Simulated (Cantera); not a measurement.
A closed system holds: 1 mol Si3N4, 7.8 mol H2, held at 2.30 bar.

These are equilibrium values from Cantera (NASA tables, ideal gas, pure condensed phases), not measurements of a reactor. Candidate condensed phases: Si, Si3N4; 18 gas species. Mutual solubility and eutectic melting of coexisting phases are not modelled. Gases not in the tables: Si2H6 and higher silanes. Equilibrium is a limit: real reactors are often held back by kinetics, nucleation or transport.

**Question.** Which condensed phases are stable at each of these points (T (K)): 2075, 2100, 2125, 2150, 2175, 2200, 2225, 2250, 2275, 2300?

**Answer.** 
```tsv
T (K)	condensed phases	Si condensed (%)
2075	Si(l) + Si3N4(s)	99.9
2100	Si(l)	99.9
2125	Si(l)	99.9
2150	Si(l)	99.9
2175	Si(l)	99.8
2200	Si(l)	99.8
2225	Si(l)	99.8
2250	Si(l)	99.7
2275	Si(l)	99.7
2300	Si(l)	99.6
```

At 2075 K the condensed part is Si(l) + Si3N4(s). From 2100 K to 2300 K the condensed part is Si(l).
